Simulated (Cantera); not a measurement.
Cantera run, input and output.

```python
import numpy as np
import cantera as ct

gas = ct.Solution("gri30.yaml")
gas.TPX = 1200, 55000, {'H2': 1.2, 'O2': 1, 'N2': 3.8}
reactor = ct.IdealGasConstPressureReactor(gas, energy="off", clone=False)
net = ct.ReactorNet([reactor])
net.rtol, net.atol = 1e-08, 1e-18
show = ['H2', 'O2', 'H2O', 'N2O', 'NO', 'HO2']
times = np.geomspace(2e-06, 1, 10)

steps = ct.SolutionArray(gas, extra=["t"])
rows = []
print(f"{'t/s':>10s}{'T/K':>9s}{'P/Pa':>11s}" + "".join(f"{s:>11s}" for s in show))
for t in times:
    while net.time < t:
        t_next = net.step()
        steps.append(gas.state, t=t_next)
    rows.append([np.interp(t, steps.t, y) for y in (steps.T, steps.P, *steps(*show).X.T)])
    print(f"{t:10.3e}{rows[-1][0]:9.1f}{rows[-1][1]:11.4g}" + "".join(f"{x:11.3e}" for x in rows[-1][2:]))
rate = np.gradient(steps.T, steps.t)
print("integrator steps:", len(steps.t))
if steps.T.max() > steps.T[0] + 200:
    print(f"time of steepest temperature rise: {steps.t[rate.argmax()]:.4e} s")
gas.TPX = 1200, 55000, {'H2': 1.2, 'O2': 1, 'N2': 3.8}
gas.equilibrate("TP")
print(f"equilibrium (TP): T = {gas.T:.1f} K  " + "  ".join(f"{s} {gas[s].X[0]:.3e}" for s in show))
```

It prints:

```
       t/s      T/K       P/Pa         H2         O2        H2O        N2O         NO        HO2
 2.000e-06   1200.0    5.5e+04  2.000e-01  1.667e-01  3.575e-10  4.805e-17  1.753e-21  2.578e-09
 8.595e-06   1200.0    5.5e+04  2.000e-01  1.667e-01  1.665e-08  1.475e-15  1.463e-19  1.233e-08
 3.694e-05   1200.0    5.5e+04  2.000e-01  1.667e-01  1.160e-05  8.956e-13  5.375e-15  9.709e-07
 1.587e-04   1200.0    5.5e+04  9.444e-03  7.723e-02  2.041e-01  5.538e-08  6.160e-06  5.198e-05
 6.822e-04   1200.0    5.5e+04  4.001e-04  7.411e-02  2.216e-01  9.095e-08  6.393e-06  1.468e-05
 2.932e-03   1200.0    5.5e+04  2.123e-05  7.405e-02  2.221e-01  9.828e-08  6.293e-06  1.374e-06
 1.260e-02   1200.0    5.5e+04  1.107e-06  7.406e-02  2.222e-01  1.007e-07  6.341e-06  1.372e-07
 5.415e-02   1200.0    5.5e+04  1.454e-07  7.407e-02  2.222e-01  1.011e-07  6.409e-06  2.527e-08
 2.327e-01   1200.0    5.5e+04  3.234e-08  7.407e-02  2.222e-01  9.653e-08  6.430e-06  8.982e-09
 1.000e+00   1200.0    5.5e+04  1.493e-08  7.407e-02  2.222e-01  7.600e-08  6.418e-06  7.804e-09
integrator steps: 1679
equilibrium (TP): T = 1200.0 K  H2 1.409e-08  O2 7.402e-02  H2O 2.222e-01  N2O 5.416e-09  NO 1.103e-04  HO2 7.875e-09
```

Detailed kinetics in Cantera: GRI-Mech 3.0 (53 species, 325 reactions). The temperature is held fixed by assumption; the heat of reaction is taken as removed at once.
